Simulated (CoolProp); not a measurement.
Vapour-liquid equilibrium of m-xylene (1) + n-undecane (2) at 0.0181 bar; x and y are mole fractions of (1).

Computed with CoolProp (multi-fluid Helmholtz-energy mixture model, Zhou 2012 and Aleksandrov 2011; pair parameters Bell 2016).

```json
[
 {"x": "0.05", "bubble temperature (°C)": "74.0", "y at the bubble point": "0.325", "dew temperature at overall composition x (°C)": "79.9", "liquid density (mol/L)": "4.575"},
 {"x": "0.125", "bubble temperature (°C)": "66.3", "y at the bubble point": "0.589", "dew temperature at overall composition x (°C)": "78.4", "liquid density (mol/L)": "4.777"},
 {"x": "0.2", "bubble temperature (°C)": "60.4", "y at the bubble point": "0.730", "dew temperature at overall composition x (°C)": "76.9", "liquid density (mol/L)": "4.983"},
 {"x": "0.275", "bubble temperature (°C)": "55.8", "y at the bubble point": "0.813", "dew temperature at overall composition x (°C)": "75.2", "liquid density (mol/L)": "5.194"},
 {"x": "0.35", "bubble temperature (°C)": "52.0", "y at the bubble point": "0.867", "dew temperature at overall composition x (°C)": "73.4", "liquid density (mol/L)": "5.415"},
 {"x": "0.425", "bubble temperature (°C)": "48.8", "y at the bubble point": "0.904", "dew temperature at overall composition x (°C)": "71.5", "liquid density (mol/L)": "5.647"},
 {"x": "0.5", "bubble temperature (°C)": "46.0", "y at the bubble point": "0.930", "dew temperature at overall composition x (°C)": "69.3", "liquid density (mol/L)": "5.892"},
 {"x": "0.575", "bubble temperature (°C)": "43.5", "y at the bubble point": "0.949", "dew temperature at overall composition x (°C)": "66.8", "liquid density (mol/L)": "6.153"},
 {"x": "0.65", "bubble temperature (°C)": "41.3", "y at the bubble point": "0.964", "dew temperature at overall composition x (°C)": "64.0", "liquid density (mol/L)": "6.431"},
 {"x": "0.725", "bubble temperature (°C)": "39.4", "y at the bubble point": "0.975", "dew temperature at overall composition x (°C)": "60.7", "liquid density (mol/L)": "6.728"},
 {"x": "0.8", "bubble temperature (°C)": "37.6", "y at the bubble point": "0.984", "dew temperature at overall composition x (°C)": "56.6", "liquid density (mol/L)": "7.048"},
 {"x": "0.875", "bubble temperature (°C)": "36.0", "y at the bubble point": "0.991", "dew temperature at overall composition x (°C)": "51.3", "liquid density (mol/L)": "7.392"},
 {"x": "0.95", "bubble temperature (°C)": "34.5", "y at the bubble point": "0.997", "dew temperature at overall composition x (°C)": "43.4", "liquid density (mol/L)": "7.764"}
]
```

No azeotrope shows between x = 0.05 and 0.95.

Pair parameters are fitted to limited data, so mixtures are less certain than the pure fluids.
